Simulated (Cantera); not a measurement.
An isothermal, constant-pressure homogeneous reactor starts with NH₃ : H₂ = 1 : 1.7 (molar parts), at 1725 K and 0.0197 atm. Integrator tolerance rtol = 1e-08.

Cantera simulation using the gas-phase N/H chemistry of the illustrative SiF4/NH3 mechanism in the Surface Chemkin manual (1991); the numbers are that mechanism's predictions, not measurements. Walls and surfaces, which speed up NH3 decomposition in real reactors, are not modelled.

**Question.** What does this change do: NH3 1 to 3.6 parts?

**Answer.** 
```csv
quantity,before,after
x(NH₃) at 3.00 s,0.325 (gas-phase equilibrium 2.01e-7),0.567 (gas-phase equilibrium 2.18e-7)
x(H₂) at 3.00 s,0.658 (gas-phase equilibrium 0.864),0.399 (gas-phase equilibrium 0.797)
x(N₂) at 3.00 s,0.0164 (gas-phase equilibrium 0.135),0.0334 (gas-phase equilibrium 0.202)
x(N₂H₄) at 3.00 s,4.11e-9 (gas-phase equilibrium <1e-12),9.16e-9 (gas-phase equilibrium <1e-12)
x(H) at 3.00 s,0.000143 (gas-phase equilibrium 0.00123),7.42e-5 (gas-phase equilibrium 0.00118)
x(N) at 3.00 s,1.23e-7 (gas-phase equilibrium 2.35e-11),1.20e-7 (gas-phase equilibrium 2.88e-11)
x(N₂H₂) at 3.00 s,7.95e-7 (gas-phase equilibrium <1e-12),1.93e-6 (gas-phase equilibrium <1e-12)
```
